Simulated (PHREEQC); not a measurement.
Make-up at 25 °C: 7 mmol/kgw Li2CO3. Closed to the air; pH follows from the charge balance.

All values are PHREEQC results (ion-association model, phreeqc.dat), not measurements.

This is a speciation only: nothing precipitates in the calculation.

**Question.** Predict the pH, specific conductance.

**Answer.** pH 10.93; specific conductance 1420 µS/cm.

**Question.** In which forms is C present?

**Answer.** CO3-2 86 %, HCO3- 14 % of the C.

Species that the database lacks are ignored.
